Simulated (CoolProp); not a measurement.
Vapour-liquid equilibrium of m-xylene (1) + o-xylene (2) at 0.322 bar; x and y are mole fractions of (1).

Model: multi-fluid Helmholtz-energy mixture model, Zhou 2012 and Zhou 2012; pair parameters Bell 2016, in CoolProp.

**Question.** Give the bubble temperature and the first vapour's composition at x = 0.05, 0.425, 0.65. Is there an azeotrope?

**Answer.** x = 0.05: 105.5 °C, y = 0.057; x = 0.425: 103.6 °C, y = 0.466; x = 0.65: 102.5 °C, y = 0.686. No azeotrope shows between x = 0.05 and 0.95.

The pair parameters rest on a limited set of measurements; away from them the model extrapolates.
